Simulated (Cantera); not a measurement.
A perfectly stirred reactor is fed with NO : N2 = 1 : 1.1 (molar parts), at 0.0263 atm; it is held at 1775 K, and followed from long to short residence time.

Model: GRI-Mech 3.0 (53 species, 325 reactions), integrated in Cantera. Radical loss at walls, strong at low pressure, is not modelled.

x: mole fraction; the columns are a selection and need not sum to one.

| τ (s) | x NO | x NO2 | x N2O | x O | x O2 | x N2 |
|---|---|---|---|---|---|---|
| 10 | 0.448 | 5.05e-5 | ___ | 9.18e-5 | 0.0141 | 0.538 |
| 2.0 | 0.471 | 3.09e-5 | ___ | 6.38e-5 | 0.00273 | 0.527 |
| 0.40 | 0.475 | 2.39e-5 | ___ | 5.27e-5 | 0.000478 | 0.524 |
| 0.081 | 0.476 | 1.69e-5 | ___ | 3.80e-5 | 5.71e-5 | 0.524 |
| 0.016 | 0.476 | 4.75e-6 | ___ | 1.43e-5 | 2.15e-6 | 0.524 |
| 0.0033 | 0.476 | 4.06e-7 | ___ | 3.41e-6 | 6.75e-8 | 0.524 |
| 0.00066 | 0.476 | 1.98e-8 | ___ | 7.22e-7 | 2.70e-9 | 0.524 |
| 0.00013 | 0.476 | 8.04e-10 | ___ | 1.44e-7 | 1.06e-10 | 0.524 |

Complete the blanks.


- 10, x N2O: 7.00e-5
- 2.0, x N2O: 7.81e-5
- 0.40, x N2O: 7.06e-5
- 0.081, x N2O: 4.40e-5
- 0.016, x N2O: 1.49e-5
- 0.0033, x N2O: 3.53e-6
- 0.00066, x N2O: 7.30e-7
- 0.00013, x N2O: 1.45e-7
